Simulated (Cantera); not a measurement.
A Cantera script and what it prints.

```python
import numpy as np
import cantera as ct

gas_names = [...]  # 109 gases of nasa_gas.yaml made of C, Cl, H, Si
cond_names = """
    C(gr) C6H6(L) C7H8(L) C8H18(L),n-octa Si(cr) Si(L) SiC(b)
""".split()


# ... load() reads the species with a 1 bar reference pressure and builds the phases ...
atoms = {
    'CCl4': {'C': 1, 'CL': 4},
    'H2': {'H': 2},
    'Si': {'Si': 1},
}
top_T = {'C(gr)': 4500, 'SiC(b)': 3050}  # K; cautious upper limits of use, not melting points


# ... equilibrate(T, P, feed) seeds the gas with the atoms and calls Mixture.equilibrate('TP', solver="vcs", rtol=1e-11, max_steps=5000) ...
results = []
T = 2425  # K
P = 600  # Pa
for m in [0.1, 0.18, 0.25, 0.32, 0.39, 0.46, 0.53, 0.6, 0.67, 0.74, 0.82, 0.89, 0.96]:
    feed = {'CCl4': 1, 'H2': 13, 'Si': m}  # mol
    mix = equilibrate(T, P, feed)
    results.append((T, P, feed, dict(zip(mix.species_names, mix.species_moles))))
    x = sorted(zip(gas.X, gas.species_names), reverse=True)
    print(f"T = {T:g} K  P = {P:g} Pa  n(Si) = {m:g} mol  gas = {mix.phase_moles(0):.4g} mol")
    print("   x: " + "  ".join(f"{s} {v:.3e}" for v, s in x if v > 0.001))
    print("   condensed (mol): " + ("  ".join(f"{mix.phase(i).name} {mix.phase_moles(i):.4g}"
          for i in range(1, mix.n_phases) if mix.phase_moles(i) > 1e-12) or "none"))
```

Output:

```
T = 2425 K  P = 600 Pa  n(Si) = 0.1 mol  gas = 16.92 mol
   x: H2 5.793e-01  HCL 1.926e-01  H 1.759e-01  CL 4.161e-02  C2H2,acetylene 4.523e-03  Si 3.762e-03
   condensed (mol): C(gr) 0.8141
T = 2425 K  P = 600 Pa  n(Si) = 0.18 mol  gas = 16.99 mol
   x: H2 5.775e-01  HCL 1.905e-01  H 1.756e-01  CL 4.121e-02  Si 6.734e-03  C2H2,acetylene 4.509e-03  SiCL2 1.496e-03  SiC2 1.397e-03
   condensed (mol): C(gr) 0.7922
T = 2425 K  P = 600 Pa  n(Si) = 0.25 mol  gas = 17.05 mol
   x: H2 5.759e-01  HCL 1.887e-01  H 1.753e-01  CL 4.088e-02  Si 9.305e-03  C2H2,acetylene 4.497e-03  SiCL2 2.034e-03  SiC2 1.931e-03
   condensed (mol): C(gr) 0.7728
T = 2425 K  P = 600 Pa  n(Si) = 0.32 mol  gas = 17.11 mol
   x: H2 5.743e-01  HCL 1.869e-01  H 1.751e-01  CL 4.055e-02  Si 1.185e-02  C2H2,acetylene 4.484e-03  SiCL2 2.549e-03  SiC2 2.459e-03  SiCL 1.238e-03
   condensed (mol): C(gr) 0.7532
T = 2425 K  P = 600 Pa  n(Si) = 0.39 mol  gas = 17.16 mol
   x: H2 5.727e-01  HCL 1.852e-01  H 1.749e-01  CL 4.023e-02  Si 1.437e-02  C2H2,acetylene 4.471e-03  SiCL2 3.042e-03  SiC2 2.981e-03  SiCL 1.489e-03
   condensed (mol): C(gr) 0.7334
T = 2425 K  P = 600 Pa  n(Si) = 0.46 mol  gas = 17.22 mol
   x: H2 5.710e-01  HCL 1.835e-01  H 1.746e-01  CL 3.993e-02  Si 1.686e-02  C2H2,acetylene 4.459e-03  SiCL2 3.515e-03  SiC2 3.498e-03  SiCL 1.734e-03
   condensed (mol): C(gr) 0.7133
T = 2425 K  P = 600 Pa  n(Si) = 0.53 mol  gas = 17.28 mol
   x: H2 5.694e-01  HCL 1.819e-01  H 1.744e-01  CL 3.963e-02  Si 1.932e-02  C2H2,acetylene 4.446e-03  SiC2 4.009e-03  SiCL2 3.969e-03  SiCL 1.972e-03
   condensed (mol): C(gr) 0.6931
T = 2425 K  P = 600 Pa  n(Si) = 0.6 mol  gas = 17.34 mol
   x: H2 5.677e-01  HCL 1.803e-01  H 1.741e-01  CL 3.933e-02  Si 2.176e-02  SiC2 4.515e-03  C2H2,acetylene 4.433e-03  SiCL2 4.404e-03  SiCL 2.205e-03
   condensed (mol): C(gr) 0.6726
T = 2425 K  P = 600 Pa  n(Si) = 0.67 mol  gas = 17.4 mol
   x: H2 5.661e-01  HCL 1.787e-01  H 1.738e-01  CL 3.905e-02  Si 2.417e-02  SiC2 5.015e-03  SiCL2 4.822e-03  C2H2,acetylene 4.420e-03  SiCL 2.431e-03
   condensed (mol): C(gr) 0.652
T = 2425 K  P = 600 Pa  n(Si) = 0.74 mol  gas = 17.46 mol
   x: H2 5.645e-01  HCL 1.772e-01  H 1.736e-01  CL 3.877e-02  Si 2.656e-02  SiC2 5.510e-03  SiCL2 5.223e-03  C2H2,acetylene 4.407e-03  SiCL 2.652e-03
   condensed (mol): C(gr) 0.6312
T = 2425 K  P = 600 Pa  n(Si) = 0.82 mol  gas = 17.53 mol
   x: H2 5.626e-01  HCL 1.755e-01  H 1.733e-01  CL 3.847e-02  Si 2.925e-02  SiC2 6.069e-03  SiCL2 5.662e-03  C2H2,acetylene 4.393e-03  SiCL 2.898e-03  Si2C 1.131e-03
   condensed (mol): C(gr) 0.6072
T = 2425 K  P = 600 Pa  n(Si) = 0.89 mol  gas = 17.59 mol
   x: H2 5.609e-01  HCL 1.740e-01  H 1.731e-01  CL 3.820e-02  Si 3.158e-02  SiC2 6.553e-03  SiCL2 6.030e-03  C2H2,acetylene 4.380e-03  SiCL 3.108e-03  Si2C 1.319e-03
   condensed (mol): C(gr) 0.586
T = 2425 K  P = 600 Pa  n(Si) = 0.96 mol  gas = 17.64 mol
   x: H2 5.593e-01  H 1.728e-01  HCL 1.726e-01  CL 3.795e-02  Si 3.388e-02  SiC2 7.031e-03  SiCL2 6.383e-03  C2H2,acetylene 4.367e-03  SiCL 3.312e-03  Si2C 1.518e-03
   condensed (mol): C(gr) 0.5647
```

Equilibrium computed with Cantera from the NASA thermochemical tables; the gas is ideal and each condensed phase is pure. The tables' values for SiCl are old estimates; treat these amounts as uncertain. Gases not in the tables: Si2H6 and higher silanes.
